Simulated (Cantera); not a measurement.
Feed: 1 mol PbO, 2.4 mol H2O, 2.5 mol O2, equilibrated at 575 °C and 3.60 bar.

Cantera equilibrium calculation (NASA polynomials, part measured and part estimated; ideal gas, pure solids and liquids). Candidate condensed phases: H2O, Pb, PbO, PbO2, Pb3O4; 12 gas species. The numbers say what is thermodynamically allowed, not how fast it happens.

Question: What is the equilibrium state?

Answer: 
```json
{
 "x(O2)": "0.510",
 "x(H2O)": "0.490",
 "n(PbO(yellow))": "1.00 mol",
 "gas_amount": "4.900 mol",
 "log10 activity of PbO2(s) (absent)": "-1.50",
 "log10 activity of Pb(l) (absent)": "-8.40"
}
```
